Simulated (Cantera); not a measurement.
Pyrogenic steam for wet oxidation

An isothermal, constant-pressure homogeneous reactor starts with 66.9 % H2, 7.87 % O2, 25.2 % N2, equivalence ratio 4.2, at 1400 K and 750 Torr.

Cantera simulation using the H2/O2 subset of GRI-Mech 3.0, which has no nitrogen chemistry; the numbers are that mechanism's predictions, not measurements. The temperature is held fixed by assumption; the heat of reaction is taken as removed at once.

```
t (s)      x H2      x O2       x H    x H2O       x O    x H2O2
--------  -----  --------  --------  -------  --------  --------
6.00e-6   0.669    0.0787   3.74e-6  3.46e-6   1.44e-7   2.87e-8
2.69e-5   0.528    0.0259    0.0856    0.104   0.00169   3.11e-7
0.000121  0.533   1.37e-6    0.0287    0.168   8.80e-6   1.22e-8
0.000544  0.551   6.01e-8   0.00604    0.170   3.71e-7   1.98e-9
0.00244   0.555   3.16e-9   0.00132    0.171   1.75e-8  2.21e-10
0.0110    0.555  1.65e-10  0.000292    0.171  8.57e-10  1.53e-11
0.0492    0.556  8.15e-12   6.51e-5    0.171  4.24e-11    <1e-12
0.221     0.556    <1e-12   1.48e-5    0.171  2.18e-12    <1e-12
0.993     0.556    <1e-12   4.49e-6    0.171    <1e-12    <1e-12
4.46      0.556    <1e-12   3.65e-6    0.171    <1e-12    <1e-12
20.0      0.556    <1e-12   3.65e-6    0.171    <1e-12    <1e-12
90.0      0.556    <1e-12   3.65e-6    0.171    <1e-12    <1e-12
```
x: mole fraction; the columns are a selection and need not sum to one.

Equilibrium at this temperature and pressure: H2 0.556, O2 <1e-12, H 3.65e-6, H2O 0.171, O <1e-12, H2O2 <1e-12 (gas phase only).
